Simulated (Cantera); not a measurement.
A closed system holds: 1 mol MgCO3, 1.2 mol SO3, 6.5 mol CO2, equilibrated at 1473 K and 38.0 mbar.

These are equilibrium values from Cantera (NASA tables, ideal gas, pure condensed phases), not measurements of a reactor. Kinetics and transport are ignored.

```
species        before     after
-----------  --------  --------
CO2             0.806     0.936
SO2             0.129    0.0424
O2             0.0644    0.0212
SO3          0.000274   5.18e-5
CO            5.28e-5  0.000107
MgO(s), mol      1.00      1.00
```
Gas species are given as mole fractions.

Problem. What was changed between the two runs?
(A) temperature from 1473 K to 625 K
(B) SO3 from 1.2 to 0.34 mol
(C) SO3 from 1.2 to 0.067 mol
(D) SO3 from 1.2 to 3.2 mol

Solution. B, SO3 from 1.2 to 0.34 mol
